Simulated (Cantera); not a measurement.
Mixture: CH4 : O2 : N2 = 1 : 3.39 : 12.7 (molar parts), at 7430 Torr, adiabatic and at constant pressure. Ignition delay is the time to a rise of 400 K.

Cantera simulation using GRI-Mech 3.0 (53 species, 325 reactions); the numbers are that mechanism's predictions, not measurements.

Problem. At T0 = 1450 K, what is the delay, and which 7 reactions control it most (d ln τ / d ln k, from doubling and halving each rate constant)?

Solution. The delay is 0.248 ms.
```csv
reaction,d ln τ / d ln k,faster rate
2 CH3 (+M) <=> C2H6 (+M),0.47,lengthens it
CH3 + O2 <=> CH3O + O,-0.45,shortens it
CH3 + HO2 <=> CH3O + OH,-0.34,shortens it
H + O2 <=> O + OH,-0.30,shortens it
CH4 + H <=> CH3 + H2,0.22,lengthens it
CH3 + O2 <=> CH2O + OH,-0.21,shortens it
CH2O + O2 <=> HCO + HO2,-0.19,shortens it
```
